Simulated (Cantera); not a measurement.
Stirred combustor or abatement burner

A perfectly stirred reactor is fed with H2 : O2 : N2 : NO = 1 : 0.581 : 2.19 : 0.014 (molar parts), at 3230 Torr; it is adiabatic with a 348 K inlet, and is followed from long to short residence time, starting on the burning branch (τ in s: 0.18, 0.079, 0.035, 0.016, 0.007, 0.0031, 0.0014, 0.00062, 0.00028, 0.00012, 5.5e-05, 2.4e-05).

Detailed kinetics in Cantera: GRI-Mech 3.0 (53 species, 325 reactions). The hydrogen kinetics of GRI-Mech 3.0 are dated; newer H2 mechanisms differ, most at raised pressure. The mechanism lacks 2 NO + O2 → 2 NO2 and HONO, so NO2 and the effect of NO are under-described below about 1400 K.

```tsv
τ (s)	T (K)	x H2	x O2	x NO	x H2O	x H	x HO2
0.18	2300	0.00197	0.0239	0.00477	0.299	0.000211	3.98e-6
0.079	2299	0.00200	0.0239	0.00468	0.299	0.000215	4.02e-6
0.035	2299	0.00207	0.0240	0.00456	0.299	0.000225	4.09e-6
0.016	2297	0.00220	0.0241	0.00444	0.299	0.000246	4.22e-6
0.0070	2294	0.00251	0.0242	0.00435	0.298	0.000294	4.51e-6
0.0031	2287	0.00313	0.0244	0.00429	0.297	0.000402	5.14e-6
0.0014	2274	0.00425	0.0247	0.00425	0.295	0.000631	6.38e-6
0.00062	2251	0.00622	0.0253	0.00422	0.292	0.00113	8.87e-6
0.00028	2215	0.00918	0.0263	0.00420	0.286	0.00209	1.33e-5
0.00012	2157	0.0136	0.0280	0.00417	0.279	0.00405	2.15e-5
5.5e-5	2082	0.0190	0.0304	0.00416	0.269	0.00719	3.36e-5
2.4e-5	1976	0.0259	0.0339	0.00413	0.257	0.0125	5.34e-5
```
x: mole fraction; the columns are a selection and need not sum to one.
